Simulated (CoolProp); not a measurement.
Vapour-liquid equilibrium of propane (1) + n-pentane (2) at 216.3 K; x and y are mole fractions of (1).

The numbers come from the multi-fluid Helmholtz-energy mixture model, Lemmon 2009 and Thol 2019; pair parameters Kunz 2012 in CoolProp.

```csv
x,"bubble pressure, mixture model (kPa)","bubble pressure, Raoult's law (kPa)","y, mixture model","y, Raoult's law"
0.05,4.553,3.281,0.831,0.766
0.125,9.489,6.994,0.924,0.899
0.2,13.82,10.71,0.952,0.940
0.275,17.74,14.42,0.965,0.959
0.35,21.37,18.13,0.973,0.971
0.425,24.80,21.84,0.979,0.979
0.5,28.11,25.55,0.983,0.984
0.575,31.35,29.27,0.987,0.988
0.65,34.56,32.98,0.990,0.991
0.725,37.77,36.69,0.992,0.994
0.8,41.02,40.40,0.995,0.996
0.875,44.36,44.11,0.997,0.998
0.95,47.85,47.83,0.999,0.999
```

The largest gap from Raoult's law is +38.8 % in bubble pressure, at x = 0.05. No azeotrope shows between x = 0.05 and 0.95.

Pair parameters are fitted to limited data, so mixtures are less certain than the pure fluids.
